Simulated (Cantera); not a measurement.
**Dilute partial oxidation**

A perfectly stirred reactor is fed with 0.249 % CH3OH, 0.209 % O2, 99.5 % N2, equivalence ratio 1.8, at 5.63 atm; it is held at 1075 K, and followed from long to short residence time.

Detailed kinetics in Cantera: GRI-Mech 3.0 (53 species, 325 reactions). GRI-Mech 3.0 was tuned for natural gas; its chemistry of methanol as a main component is partial and can be far from experiment.

| τ (s) | x CH3OH | x O2 | x C2H6 | x CH2O | x CO | x NO | x H2O |
|---|---|---|---|---|---|---|---|
| 1.4 | 4.26e-5 | 0.000309 | 1.36e-12 | 2.18e-5 | 0.00169 | 8.28e-11 | 0.00282 |
| 0.64 | 8.54e-5 | 0.000476 | <1e-12 | 4.21e-5 | 0.00176 | 4.22e-11 | 0.00262 |
| 0.30 | 0.000153 | 0.000647 | <1e-12 | 7.20e-5 | 0.00180 | 1.77e-11 | 0.00241 |
| 0.14 | 0.000259 | 0.000819 | 1.02e-12 | 0.000115 | 0.00178 | 6.80e-12 | 0.00219 |
| 0.064 | 0.000425 | 0.000997 | 1.16e-12 | 0.000177 | 0.00167 | 2.55e-12 | 0.00194 |
| 0.030 | 0.000668 | 0.00118 | 1.22e-12 | 0.000253 | 0.00144 | <1e-12 | 0.00165 |
| 0.014 | 0.00104 | 0.00141 | <1e-12 | 0.000338 | 0.00105 | <1e-12 | 0.00125 |
| 0.0064 | 0.00166 | 0.00173 | <1e-12 | 0.000368 | 0.000450 | <1e-12 | 0.000636 |
| 0.0030 | 0.00249 | 0.00209 | 1.60e-12 | 5.14e-8 | 2.96e-9 | <1e-12 | 2.00e-8 |
| 0.0014 | 0.00249 | 0.00209 | <1e-12 | 2.16e-8 | 1.38e-9 | <1e-12 | 9.04e-9 |
x: mole fraction; the columns are a selection and need not sum to one.
